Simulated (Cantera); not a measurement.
Premixed flame

A freely propagating, adiabatic, planar premixed flame of CH4 : C2H6 : C3H8 : O2 : N2 : CO2 = 1 : 0.91 : 0.91 : 9.73 : 36.6 : 0.4 (molar parts), equivalence ratio 1.0, unburnt at 448 K and 0.133 bar; mixture-averaged transport, grid criteria slope 0.08 and curve 0.16, no radiation.

Model: GRI-Mech 3.0 (53 species, 325 reactions), integrated in Cantera. GRI-Mech 3.0 was tuned for natural gas; its chemistry of propane as a main component is partial and can be far from experiment. Burning velocities carry a grid error of a few per cent, more on coarse grids.

```tsv
z (mm)	T (K)	u (m/s)	x CH4	x C2H6	x C3H8	x C2H2	x NO2	x O
-5.95	448	1.10	0.0202	0.0184	0.0184	<1e-8	<1e-8	<1e-8
-3.97	449	1.10	0.0201	0.0183	0.0183	6.68e-8	<1e-8	<1e-8
-2.98	452	1.11	0.0200	0.0183	0.0183	6.36e-7	<1e-8	<1e-8
-1.98	487	1.21	0.0196	0.0180	0.0181	9.28e-6	<1e-8	4.35e-8
-0.992	834	2.12	0.0161	0.0149	0.0141	0.000194	1.04e-8	3.93e-6
-0.496	1249	3.26	0.0109	0.00718	0.00527	0.000609	<1e-8	9.27e-5
0	1637	4.35	0.00377	0.000575	0.000204	0.000982	<1e-8	0.00112
0.496	1793	4.78	0.000486	3.98e-6	3.39e-7	0.000228	<1e-8	0.00409
0.992	1827	4.86	3.32e-5	<1e-8	<1e-8	1.20e-5	<1e-8	0.00618
1.98	1849	4.90	1.40e-7	<1e-8	<1e-8	1.89e-8	<1e-8	0.00708
3.97	1873	4.94	<1e-8	<1e-8	<1e-8	<1e-8	<1e-8	0.00700
7.93	1905	5.01	<1e-8	<1e-8	<1e-8	<1e-8	<1e-8	0.00649
15.9	1952	5.12	<1e-8	<1e-8	<1e-8	<1e-8	<1e-8	0.00563
```
x: mole fraction of selected species; z is measured from the peak of heat release.

laminar burning velocity: 110 cm/s
thermal thickness: 1.98 mm
peak x(C2H2): 0.00101
peak x(O): 0.00711
grid points: 159
